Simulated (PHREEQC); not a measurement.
Solution (20 °C): 40 mmol/kgw CuSO4, 0.15 mmol/kgw KHSO4 and 16 mmol/kgw ZnCl2. Closed to the air; pH follows from the charge balance.

All values are PHREEQC results (ion-association model, phreeqc.dat), not measurements.

No solid was allowed to form.

**Question.** Predict the pH, ionic strength.

**Answer.** pH 4.12; ionic strength 0.130 mol/kgw.

**Question.** In which forms is K present?

**Answer.** K+ 96 %, KSO4- 4.1 % of the K.

Complexes and solids missing from the database can't appear.
